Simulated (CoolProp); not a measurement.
A Linde-Hampson liquefier for oxygen: isothermal reversible compression at 250 K from 1 atm to 20 MPa, throttling to 1 atm, return gas leaving the recuperator 10 K below the feed. Each further row changes one setting.

Model: reference Helmholtz-energy equation of state, Schmidt 1985, in CoolProp.

| case | liquid yield per pass | compression work (kJ/kg of gas) |
|---|---|---|
| as stated | … | 329 |
| high pressure 40 MPa | … | … |
| warm-end temperature 280 K | … | … |
| warm-end gap 15 K | … | 329 |

### Question
Fill in the missing entries.

### Answer

- as stated, liquid yield per pass: 0.156
- high pressure 40 MPa, liquid yield per pass: 0.222
- high pressure 40 MPa, compression work (kJ/kg of gas): 369
- warm-end temperature 280 K, liquid yield per pass: 0.107
- warm-end temperature 280 K, compression work (kJ/kg of gas): 375
- warm-end gap 15 K, liquid yield per pass: 0.145
